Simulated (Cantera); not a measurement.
A closed system holds: 1 mol FeS, 2.4 mol SO₂, 0.053 mol H₂O, 0.23 mol H₂S, held at 1948 K and 75.0 Torr.

Equilibrium computed with Cantera from the NASA thermochemical tables; the gas is ideal and each condensed phase is pure. Candidate condensed phases: Fe, FeO, Fe(OH)₂, Fe(OH)₃, FeS, FeSO₄, FeS₂, Fe₂O₃, Fe₂(SO₄)₃, Fe₃O₄, H₂O, H₂SO₄, S; 22 gas species. The tables' stoichiometric FeO is somewhat more stable than real wüstite, so its field is too wide. FeO: taken at fixed stoichiometry. Equilibrium is a limit: real reactors are often held back by kinetics, nucleation or transport.

Base state: SO₂ 0.553, S₂ 0.265, SO 0.0761, H₂O 0.0678, H₂ 0.0197, S₂O 0.00716, SH 0.00458, S 0.00365 (mole fractions); condensed: FeO(l).

Problem. What changes in the equilibrium state with this change: temperature from 1948 K to 998.15 K?

Solution. 
```csv
species,before,after
SO₂,0.553,0.835
H₂O,0.0678,0.100
S₂,0.265,0.0581
SO,0.0761,5.12e-5
H₂,0.0197,0.000283
Fe,0.000270,<1e-9
S,0.00365,5.02e-9
H,0.000501,<1e-9
OH,0.000156,<1e-9
Fe(OH)₂,2.11e-5,<1e-9
FeO,1.63e-5,<1e-9
"FeO(l), mol",0.999,0
"FeS(s), mol",0,1.00
```
FeS: taken at fixed stoichiometry. Gases not in the tables: S₃ to S₇.
